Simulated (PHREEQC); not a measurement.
Consider water at 25 °C with 0.019 mol HF and 0.0058 mol KF per kg of water. Closed to the air; pH follows from the charge balance.

All values are PHREEQC results (ion-association model, phreeqc.dat), not measurements.

Precipitation was switched off in this run.

Task: Order these F species by the share of F that they hold, largest first: HF, HF2-, F-.

Result: HF (67 %), F- (29 %), HF2- (3.7 %)

The pH is 2.77 and the ionic strength 0.00765 mol/kgw. Complexes and solids missing from the database can't appear.
